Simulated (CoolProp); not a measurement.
Vapour-liquid equilibrium of carbon dioxide (1) + CH3F (R41) (2) at 267.1 K; x and y are mole fractions of (1).

Model: multi-fluid Helmholtz-energy mixture model, Span 1996 and Lemmon 2006; pair parameters Bell 2016, in CoolProp.

```tsv
x	bubble pressure, mixture model (MPa)	bubble pressure, Raoult's law (MPa)	y, mixture model	y, Raoult's law
0.05	1.783	1.787	0.072	0.083
0.125	1.867	1.879	0.172	0.197
0.2	1.950	1.972	0.265	0.300
0.275	2.033	2.064	0.352	0.394
0.35	2.117	2.157	0.435	0.480
0.425	2.202	2.250	0.513	0.559
0.5	2.288	2.342	0.588	0.632
0.575	2.378	2.435	0.660	0.699
0.65	2.471	2.527	0.728	0.761
0.725	2.568	2.620	0.793	0.819
0.8	2.669	2.712	0.854	0.873
0.875	2.774	2.805	0.912	0.923
0.95	2.884	2.897	0.966	0.970
```

The largest gap from Raoult's law is -2.3 % in bubble pressure, at x = 0.575. No azeotrope shows between x = 0.05 and 0.95.

Pair parameters are fitted to limited data, so mixtures are less certain than the pure fluids.
